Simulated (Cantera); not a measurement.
**Adiabatic ignition**

An adiabatic, constant-volume homogeneous reactor starts with CH4 : O2 : N2 = 1 : 1.43 : 5.37 (molar parts), equivalence ratio 1.4, at 1475 K and 14300 Torr.

Cantera simulation using GRI-Mech 3.0 (53 species, 325 reactions); the numbers are that mechanism's predictions, not measurements. The pressure lies above the range GRI-Mech 3.0 was tuned for (to about 10 atm). Above 3000 K some thermodynamic fits are extrapolated.

```
t (s)     T (K)  P (bar)     x CH4     x O2       x O    x C2H4    x HCN   x H2O2
--------  -----  -------  --------  -------  --------  --------  -------  -------
1.00e-6    1475     19.0     0.128    0.183   2.03e-9  5.43e-11   <1e-12  5.93e-8
3.08e-6    1475     19.0     0.128    0.183   6.23e-9   2.99e-9   <1e-12  2.65e-7
9.50e-6    1475     19.0     0.128    0.183   2.79e-8   2.24e-7   <1e-12  6.07e-7
2.93e-5    1477     19.0     0.128    0.183   6.91e-8   7.24e-6   <1e-12  1.10e-6
9.03e-5    1498     19.3     0.124    0.180   2.51e-7  0.000163   <1e-12  5.95e-6
0.000278   3150     44.1  7.11e-11  0.00108  0.000919    <1e-12  4.89e-7  7.96e-7
0.000858   3150     44.1  7.11e-11  0.00108  0.000919    <1e-12  4.89e-7  7.96e-7
0.00265    3150     44.1  7.11e-11  0.00108  0.000919    <1e-12  4.89e-7  7.96e-7
0.00816    3150     44.1  7.11e-11  0.00108  0.000919    <1e-12  4.89e-7  7.96e-7
0.0251     3150     44.1  7.11e-11  0.00108  0.000919    <1e-12  4.89e-7  7.96e-7
0.0775     3150     44.1  7.11e-11  0.00108  0.000919    <1e-12  4.89e-7  7.96e-7
0.239      3150     44.1  7.11e-11  0.00108  0.000919    <1e-12  4.89e-7  7.96e-7
0.737      3150     44.1  7.11e-11  0.00108  0.000919    <1e-12  4.89e-7  7.96e-7
2.27       3150     44.1  7.11e-11  0.00108  0.000919    <1e-12  4.89e-7  7.96e-7
7.00       3150     44.1  7.11e-11  0.00108  0.000919    <1e-12  4.89e-7  7.96e-7
```
x: mole fraction; the columns are a selection and need not sum to one.

```yaml
time_of_steepest_temperature_rise: 0.141 ms
temperature at 7.00 s: 3150 K
equilibrium_temperature: 3150 K
x(CH4) at 7.00 s: 7.11e-11 (gas-phase equilibrium 8.16e-11)
x(O2) at 7.00 s: 0.00108 (gas-phase equilibrium 0.00108)
x(O) at 7.00 s: 0.000919 (gas-phase equilibrium 0.000919)
```
